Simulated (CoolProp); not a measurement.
Vapour-liquid equilibrium of ethane (1) + propane (2) at 251.2 K; x and y are mole fractions of (1).

Model: multi-fluid Helmholtz-energy mixture model, Bücker 2006 and Lemmon 2009; pair parameters Kunz 2012, in CoolProp.

**Question.** Give the bubble pressure and the first vapour's composition at x = 0.25, 0.35, 0.85. Is there an azeotrope?

**Answer.** x = 0.25: 4.718 bar, y = 0.608; x = 0.35: 5.727 bar, y = 0.710; x = 0.85: 11.47 bar, y = 0.960. No azeotrope shows between x = 0.05 and 0.95.

Pair parameters are fitted to limited data, so mixtures are less certain than the pure fluids.
